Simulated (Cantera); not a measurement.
A Cantera script and what it prints.

```python
import numpy as np
import cantera as ct

gas_names = """
    CL CL2 H HCL H2 N NH NH2 NH3 N2 N2H2 N2H4 Si SiCL SiCL2 SiCL3 SiCL4 SiH SiHCL3 SiH2 SiH2CL2 SiH3
    SiH3CL SiH4 SiN Si2 Si2N Si3
""".split()
cond_names = """
    NH4CL(a) NH4CL(b) Si(cr) Si(L) Si3N4(a)
""".split()


# ... load() reads the species with a 1 bar reference pressure and builds the phases ...
atoms = {
    'Si': {'Si': 1},
    'HCl': {'H': 1, 'CL': 1},
    'N2': {'N': 2},
}
top_T = {'Si3N4(a)': 2400}  # K; cautious upper limits of use, not melting points


# ... equilibrate(T, P, feed) seeds the gas with the atoms and calls Mixture.equilibrate('TP', solver="vcs", rtol=1e-11, max_steps=5000) ...
results = []
feed = {'Si': 1, 'HCl': 4.9, 'N2': 86}  # mol
T = 1298  # K
P = 1500  # Pa
mix = equilibrate(T, P, feed)
results.append((T, P, feed, dict(zip(mix.species_names, mix.species_moles))))
print(gas.report(threshold=0.0001))
for i in range(1, mix.n_phases):
    print(f"{mix.phase(i).name:16s} {mix.phase_moles(i):12.5e} mol")
```

It prints:

```
       temperature   1298 K
          pressure   1500 Pa
           density   0.0039821 kg/m^3
  mean mol. weight   28.65 kg/kmol
   phase of matter   gas

                          1 kg             1 kmol
                     ---------------   ---------------
          enthalpy        9.0165e+05        2.5833e+07  J
   internal energy        5.2497e+05        1.5041e+07  J
           entropy            9561.4        2.7394e+05  J/K
    Gibbs function       -1.1509e+07       -3.2974e+08  J
 heat capacity c_p              1194             34209  J/K
 heat capacity c_v            903.82             25895  J/K

                      mass frac. Y      mole frac. X     chem. pot. / RT
                     ---------------   ---------------   ---------------
               HCL          0.053005          0.041654           -40.911
                H2        0.00044484         0.0063218           -27.455
                N2           0.92727           0.94834           -29.832
             SiCL2         0.0026055        0.00075413            -65.48
             SiCL3         0.0025633        0.00054627           -92.663
             SiCL4          0.014025         0.0023652           -119.85
     [  +22 minor]        8.1465e-05        2.0785e-05

Si(cr)            0.00000e+00 mol
Si3N4(a)          2.22613e-01 mol
```

These are equilibrium values from Cantera (NASA tables, ideal gas, pure condensed phases), not measurements of a reactor. N2 is the only nitrogen source here; it is nearly inert below about 1500 K, so the nitride shown seldom forms there in practice. The tables' values for SiCl3 are old estimates; treat these amounts as uncertain.
